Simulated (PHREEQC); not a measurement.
Consider water at 25 °C and 50 atm with 0.014 mol/kgw NaHSO4 and 0.13 mol/kgw NaF. Closed to the air; pH follows from the charge balance.

The numbers come from PHREEQC with the ion-association model, phreeqc.dat.

Each row changes one thing in this solution. Precipitation was switched off in this run.

| case | pH | ionic strength (mol/kgw) | Na+ (mol/kgw) | F- (mol/kgw) | HF (mol/kgw) | NaF (mol/kgw) |
|---|---|---|---|---|---|---|
| as made | 4.05 | 0.148 | 0.137 | 0.108 | 0.00988 | 0.00450 |
| NaHSO4 replaced by NaHCO3 at the same molality | 7.94 | 0.138 | 0.138 | 0.125 | 1.48e-6 | 0.00533 |
| NaHSO4 replaced by KHSO4 at the same molality | 4.05 | 0.149 | 0.124 | 0.108 | 0.00987 | 0.00407 |
| NaF from 0.13 to 0.26 mol/kgw | 4.44 | 0.266 | 0.255 | 0.224 | 0.00761 | 0.0153 |
| diluted 5-fold with water | 4.05 | 0.0310 | 0.0284 | 0.0228 | 0.00247 | 0.000260 |
| NaHSO4 from 0.014 to 0.0028 mol/kgw | 4.83 | 0.130 | 0.127 | 0.121 | 0.00191 | 0.00486 |
| temperature from 25 to 90 °C | 4.61 | 0.148 | 0.137 | 0.108 | 0.00970 | 0.00415 |
| temperature from 25 to 10 °C | 3.93 | 0.149 | 0.137 | 0.108 | 0.0102 | 0.00456 |

Species that the database lacks are ignored. Under pressure, the constants of complexes without a molar volume in the database are unreliable. Constants without temperature data keep their 25 °C values here.
